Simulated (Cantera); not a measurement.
**Thermodynamics of carbon deposition, reforming and gasification, feed acetone + CO2**

Charge: 1 mol acetone, 0.25 mol CO2, at 13.0 bar.

Cantera equilibrium calculation (NASA polynomials, part measured and part estimated; ideal gas, pure solids and liquids). Candidate condensed phases: C, C6H6, C7H8, C8H18, H2O; 110 gas species. The feed counts by its element totals alone. Equilibrium is a limit: real reactors are often held back by kinetics, nucleation or transport.

| T (K) | x H2 | x CO | x CH4 | x H2O | n C(graphite) |
|---|---|---|---|---|---|
| 1498 | 0.647 | 0.333 | 0.0141 | 0.00488 | 1.71 |
| 1548 | 0.651 | 0.334 | 0.0113 | 0.00347 | 1.72 |
| 1598 | 0.654 | 0.334 | 0.00915 | 0.00251 | 1.72 |
| 1648 | 0.656 | 0.334 | 0.00750 | 0.00186 | 1.73 |
| 1698 | 0.658 | 0.334 | 0.00621 | 0.00139 | 1.73 |
| 1748 | 0.659 | 0.334 | 0.00520 | 0.00107 | 1.73 |
| 1798 | 0.660 | 0.334 | 0.00439 | 0.000826 | 1.73 |
| 1848 | 0.661 | 0.334 | 0.00374 | 0.000649 | 1.73 |
| 1898 | 0.662 | 0.334 | 0.00322 | 0.000517 | 1.74 |
| 1948 | 0.662 | 0.334 | 0.00279 | 0.000417 | 1.74 |
| 1998 | 0.662 | 0.334 | 0.00243 | 0.000340 | 1.74 |
x: gas mole fraction; n: condensed amount in mol.

From 1498 K to 1998 K the condensed part is C(graphite). The main C-bearing gas is CO throughout.
